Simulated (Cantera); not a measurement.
Catalytic combustion on Pt

An isothermal plug-flow reactor at 975 K and 3750 Torr (inlet), inlet velocity 4 m/s, active area per volume 830 1/m; feed 0.581 % H₂, 11.2 % O₂, 88.2 % N₂, equivalence ratio 0.026.

Cantera simulation using Deutschmann's 1995 Pt surface mechanism with GRI-Mech 3.0 gas chemistry; the numbers are that mechanism's predictions, not measurements. Catalytic surfaces can have several steady states; this one follows from the mechanism file's or the stated starting coverage. Mass transfer to the wall is taken as infinitely fast.

```
z (m)        x H₂   x O₂     x H₂O  θ free Pt   θ O*    θ OH*
-------  --------  -----  --------  ---------  -----  -------
3.8e-05   0.00556  0.112  0.000254      0.149  0.848  0.00217
6.3e-05   0.00540  0.112  0.000413      0.148  0.850  0.00218
0.0001    0.00517  0.111  0.000637      0.145  0.852  0.00221
0.00017   0.00478  0.111   0.00103      0.141  0.856  0.00224
0.00029   0.00420  0.111   0.00161      0.136  0.862  0.00229
0.00049   0.00342  0.111   0.00239      0.128  0.869  0.00235
0.00081   0.00251  0.110   0.00331      0.120  0.877  0.00241
0.0014    0.00147  0.110   0.00435      0.112  0.885  0.00247
0.0023   0.000681  0.109   0.00514      0.107  0.891  0.00251
0.0038   0.000199  0.109   0.00563      0.103  0.894  0.00253
```
x: gas mole fraction; θ: surface coverage.
